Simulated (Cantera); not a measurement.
Charge: 1 mol CH₄, a varied amount of O₂, at 2548 K and 0.750 Torr.

Equilibrium computed with Cantera from the NASA thermochemical tables; the gas is ideal and each condensed phase is pure. Candidate condensed phases: C, C₆H₆, C₇H₈, C₈H₁₈, H₂O; 110 gas species. Rates play no part.

Question: At 0.15 mol O₂, list the 5 most abundant gas species with their mole fractions, and the condensed phases.

Answer: H 0.566, H₂ 0.335, CO 0.0933, C₂H₂ (acetylene) 0.00441, C₃ 0.00103. Condensed: C(graphite).
